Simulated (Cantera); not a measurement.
**Low-pressure radical oxidation in H2/O2**

An isothermal, constant-pressure homogeneous reactor starts with 1.65 % H₂, 63.5 % O₂, 34.9 % N₂, at 900 K and 20.0 Torr.

Computed with Cantera and the H2/O2 subset of GRI-Mech 3.0, which has no nitrogen chemistry. Radical loss at walls, strong at low pressure, is not modelled. Below about 950 K walls govern HO2 and H2O2 in real vessels.

| t (s) | x H₂ | x O₂ | x HO₂ | x H₂O | x H |
|---|---|---|---|---|---|
| 8.00e-5 | 0.0165 | 0.635 | <1e-12 | <1e-12 | <1e-12 |
| 0.000250 | 0.0165 | 0.635 | 2.51e-12 | <1e-12 | 1.71e-12 |
| 0.000779 | 0.0165 | 0.635 | 8.36e-12 | 6.71e-12 | 5.50e-12 |
| 0.00243 | 0.0165 | 0.635 | 4.02e-11 | 1.90e-10 | 6.16e-11 |
| 0.00758 | 0.0165 | 0.635 | 1.96e-8 | 2.36e-7 | 6.61e-8 |
| 0.0237 | 0.00162 | 0.630 | 9.12e-6 | 0.0144 | 0.000758 |
| 0.0738 | 0.000125 | 0.631 | 2.14e-6 | 0.0165 | 7.39e-6 |
| 0.230 | 2.53e-5 | 0.631 | 6.11e-7 | 0.0166 | 3.64e-7 |
| 0.719 | 4.97e-6 | 0.631 | 1.63e-7 | 0.0166 | 2.37e-8 |
| 2.24 | 6.99e-7 | 0.631 | 3.40e-8 | 0.0166 | 1.54e-9 |
| 7.00 | 5.93e-8 | 0.631 | 6.20e-9 | 0.0166 | 1.02e-10 |
x: mole fraction; the columns are a selection and need not sum to one.

Equilibrium at this temperature and pressure: H₂ <1e-12, O₂ 0.631, HO₂ 5.93e-11, H₂O 0.0166, H <1e-12 (gas phase only).
